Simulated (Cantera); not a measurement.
Standard-state values (1 bar) from the NASA 1993 polynomials, evaluated with Cantera. Values are per mole of reaction as written; species without (g) are pure solids or liquids, kept so even where they would boil at 1 bar. VN: taken at fixed stoichiometry.

N(g) + VO2(g) ⇌ VN + O2(g)

```json
[
 {"T (K)": "300", "ΔH° (kJ)": "___", "ΔS° (J/K)": "___", "ΔG° (kJ)": "___", "log10 K": "___"},
 {"T (K)": "1000", "ΔH° (kJ)": "-451.7", "ΔS° (J/K)": "-167.7", "ΔG° (kJ)": "-284.0", "log10 K": "14.83"},
 {"T (K)": "1150", "ΔH° (kJ)": "___", "ΔS° (J/K)": "___", "ΔG° (kJ)": "___", "log10 K": "___"},
 {"T (K)": "1300", "ΔH° (kJ)": "___", "ΔS° (J/K)": "___", "ΔG° (kJ)": "___", "log10 K": "___"},
 {"T (K)": "1450", "ΔH° (kJ)": "-445.1", "ΔS° (J/K)": "-162.3", "ΔG° (kJ)": "-209.7", "log10 K": "7.56"},
 {"T (K)": "1600", "ΔH° (kJ)": "___", "ΔS° (J/K)": "___", "ΔG° (kJ)": "___", "log10 K": "___"},
 {"T (K)": "1750", "ΔH° (kJ)": "-439.4", "ΔS° (J/K)": "-158.8", "ΔG° (kJ)": "-161.6", "log10 K": "4.82"},
 {"T (K)": "1900", "ΔH° (kJ)": "-436.2", "ΔS° (J/K)": "-157.0", "ΔG° (kJ)": "-137.9", "log10 K": "3.79"},
 {"T (K)": "2050", "ΔH° (kJ)": "-432.7", "ΔS° (J/K)": "-155.3", "ΔG° (kJ)": "-114.5", "log10 K": "2.92"},
 {"T (K)": "2200", "ΔH° (kJ)": "-429.0", "ΔS° (J/K)": "-153.5", "ΔG° (kJ)": "-91.3", "log10 K": "2.17"}
]
```

### Question
Some entries are withheld; supply them.

### Answer

- 300, ΔH° (kJ): -457.2
- 300, ΔS° (J/K): -176.1
- 300, ΔG° (kJ): -404.4
- 300, log10 K: 70.40
- 1150, ΔH° (kJ): -449.8
- 1150, ΔS° (J/K): -165.9
- 1150, ΔG° (kJ): -259.0
- 1150, log10 K: 11.76
- 1300, ΔH° (kJ): -447.6
- 1300, ΔS° (J/K): -164.1
- 1300, ΔG° (kJ): -234.2
- 1300, log10 K: 9.41
- 1600, ΔH° (kJ): -442.4
- 1600, ΔS° (J/K): -160.5
- 1600, ΔG° (kJ): -185.5
- 1600, log10 K: 6.06
